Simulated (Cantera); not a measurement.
Mixture: H2 : O2 : N2 = 1 : 0.357 : 2 (molar parts), at 1.00 atm, adiabatic and at constant pressure. Ignition delay is the time to a rise of 400 K.

Detailed kinetics in Cantera: the H2/O2 subset of GRI-Mech 3.0, which has no nitrogen chemistry. Where the delays flatten at high temperature, the 400 K rule measures the pace of heat release, not the induction time.

Predict: delay at 1048 K; delay at 1148 K; delay at 1248 K; delay at 1348 K; delay at 1448 K; delay at 1548 K.


```
Quantity            Value
---------------  --------
delay at 1048 K  0.192 ms
delay at 1148 K   83.3 µs
delay at 1248 K   49.4 µs
delay at 1348 K   34.6 µs
delay at 1448 K   27.6 µs
delay at 1548 K   24.5 µs
```
